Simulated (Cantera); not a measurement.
Charge: 1 mol CO, 1.7 mol O2, 1.7 mol H2O, at 0.0100 bar.

Method: chemical equilibrium by Gibbs-energy minimisation in Cantera with the NASA 1993 tables (ideal gas, pure condensed phases). Candidate condensed phases: C, C6H6, C7H8, C8H18, H2O; 110 gas species. Rates play no part.

Problem. At 952 °C, list the 4 most abundant gas species with their mole fractions, and the condensed phases.

Solution. H2O 0.436, O2 0.308, CO2 0.256, OH 3.03e-5. Condensed: gas only.
